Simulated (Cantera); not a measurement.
# Equilibrium for iron carbonyl, mercury and lead vapours: HgO + H2

Feed: 1 mol HgO, a varied amount of H2, equilibrated at 475 K and 37.0 mbar.

Method: chemical equilibrium by Gibbs-energy minimisation in Cantera with the NASA 1993 tables (ideal gas, pure condensed phases). Candidate condensed phases: H2O, Hg, HgO; 10 gas species. Kinetics and transport are ignored.

At 0.91 mol H2 the condensed part is HgO(s). From 1.4 mol H2 to 66 mol H2 nothing is condensed. The main Hg-bearing gas is Hg throughout.

```csv
n(H2) (mol),log p H2,log p H2O,log p Hg,log p O2,n HgO(s)
0.91,<-13,-1.73,-1.73,-8.45,0.0900
1.4,-2.21,-1.81,-1.81,<-13,0
2.1,-1.88,-1.92,-1.92,<-13,0
3.3,-1.70,-2.07,-2.07,<-13,0
5.1,-1.60,-2.22,-2.22,<-13,0
7.8,-1.54,-2.38,-2.38,<-13,0
12,-1.50,-2.55,-2.55,<-13,0
18,-1.48,-2.71,-2.71,<-13,0
28,-1.46,-2.89,-2.89,<-13,0
43,-1.45,-3.08,-3.08,<-13,0
66,-1.44,-3.26,-3.26,<-13,0
```
log p: log10 of the partial pressure in bar; n: condensed amount in mol.
